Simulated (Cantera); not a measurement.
Feed: 1 mol SiCl4, 1.2 mol O3, at 9.80 Pa.

These are equilibrium values from Cantera (NASA tables, ideal gas, pure condensed phases), not measurements of a reactor. Candidate condensed phases: Si, SiO2; 15 gas species. The tables hold silica as quartz up to 1696 K and as liquid above; real silica turns to tridymite and cristobalite and melts near 1996 K. Kinetics and transport are ignored.

Which condensed phases are stable at each of these points (T (K)): 548, 648, 748, 848, 948, 1048, 1148?


| T (K) | condensed phases | Si condensed (%) |
|---|---|---|
| 548 | SiO2(α-quartz) | 100.0 |
| 648 | SiO2(α-quartz) | 100.0 |
| 748 | SiO2(α-quartz) | 100.0 |
| 848 | SiO2(β-quartz) | 100.0 |
| 948 | SiO2(β-quartz) | 100.0 |
| 1048 | SiO2(β-quartz) | 100.0 |
| 1148 | SiO2(β-quartz) | 100.0 |

From 548 K to 748 K the condensed part is SiO2(α-quartz). From 848 K to 1148 K the condensed part is SiO2(β-quartz).
